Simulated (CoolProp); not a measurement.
Vapour-liquid equilibrium of propane (1) + R227EA (2) at 13.35 °C; x and y are mole fractions of (1).

Model: multi-fluid Helmholtz-energy mixture model, Lemmon 2009 and Lemmon 2016; pair parameters Bell 2016, in CoolProp.

| x | bubble pressure (MPa) | y at the bubble point | dew pressure at overall composition x (MPa) | liquid density (mol/L) |
|---|---|---|---|---|
| 0.05 | 0.3867 | 0.209 | 0.3284 | 8.518 |
| 0.2 | ___ | ___ | ___ | 8.769 |
| 0.35 | 0.6482 | ___ | 0.4564 | 9.061 |
| 0.5 | 0.7011 | 0.677 | 0.5569 | 9.424 |
| 0.65 | 0.7308 | 0.732 | 0.6813 | ___ |
| 0.8 | 0.7431 | 0.802 | 0.7431 | 10.50 |
| 0.95 | 0.7220 | ___ | ___ | 11.27 |

Problem. Some entries are withheld; supply them.

Solution. 
- 0.2, bubble pressure (MPa): 0.5521
- 0.2, y at the bubble point: 0.494
- 0.2, dew pressure at overall composition x (MPa): 0.3830
- 0.35, y at the bubble point: 0.610
- 0.65, liquid density (mol/L): 9.892
- 0.95, y at the bubble point: 0.928
- 0.95, dew pressure at overall composition x (MPa): 0.7155

y crosses x between x = 0.8 and 0.95: the model has an azeotrope there.

Pair parameters are fitted to limited data, so mixtures are less certain than the pure fluids.
